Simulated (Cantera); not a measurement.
## Nitride etching: Si3N4 + H2

Feed: 1 mol Si3N4, 600 mol H2, held at 1.00 bar.

Cantera equilibrium calculation (NASA polynomials, part measured and part estimated; ideal gas, pure solids and liquids). Candidate condensed phases: Si, Si3N4; 18 gas species. Mutual solubility and eutectic melting of coexisting phases are not modelled. Gases not in the tables: Si2H6 and higher silanes. Equilibrium is a limit: real reactors are often held back by kinetics, nucleation or transport.

```
T (K)   x H2      x N2       x H   x SiH2    x NH3  n Si(s)  n Si3N4(s)  n Si(l)
-----  -----  --------  --------  -------  -------  -------  ----------  -------
1423   1.000   9.58e-6   6.64e-6  5.26e-7  2.45e-7  0.00785       0.997        0
1473   1.000   2.76e-5   1.27e-5  1.05e-6  3.53e-7   0.0237       0.992        0
1523   1.000   7.40e-5   2.31e-5  2.00e-6  4.98e-7   0.0650       0.978        0
1573   1.000  0.000186   4.07e-5  3.67e-6  6.85e-7    0.165       0.944        0
1623   0.999  0.000442   6.91e-5  6.46e-6  9.24e-7    0.394       0.867        0
1673   0.999  0.000995  0.000114  1.10e-5  1.22e-6    0.889       0.701        0
1723   0.997   0.00237  0.000182  1.69e-5  1.67e-6        0       0.288     2.12
```
x: gas mole fraction; n: condensed amount in mol.

From 1423 K to 1673 K the condensed part is Si(s) + Si3N4(s). At 1723 K the condensed part is Si(l) + Si3N4(s). The main Si-bearing gas is SiH4 at 1423 K and SiH2 at 1723 K.
